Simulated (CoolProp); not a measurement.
Properties of fluorine along the isotherm -113.05 °C.

The numbers come from the reference Helmholtz-energy equation of state, de Reuck 1990 in CoolProp.

| p (MPa) | phase | density (kg/m³) | cp (kJ/(kg K)) | cv (kJ/(kg K)) | speed of sound (m/s) | expansivity (1/kK) |
|---|---|---|---|---|---|---|
| 0.291 | gas | 8.418 | 0.7901 | 0.5583 | 219.7 | 6.516 |
| 0.582 | gas | 17.07 | 0.8102 | 0.5643 | 218.2 | 6.806 |
| 0.873 | gas | 25.98 | 0.8316 | 0.5703 | 216.6 | 7.121 |
| 1.16 | gas | 35.03 | 0.8539 | 0.5761 | 215.1 | 7.456 |
| 1.46 | gas | 44.81 | 0.8788 | 0.5821 | 213.4 | 7.837 |
| 1.75 | gas | 54.58 | 0.9047 | 0.5879 | 211.9 | 8.238 |
| 2.04 | gas | 64.70 | 0.9327 | 0.5937 | 210.3 | 8.675 |
| 2.33 | gas | 75.20 | 0.9631 | 0.5995 | 208.7 | 9.153 |
| 2.62 | gas | 86.11 | 0.9962 | 0.6053 | 207.1 | 9.678 |
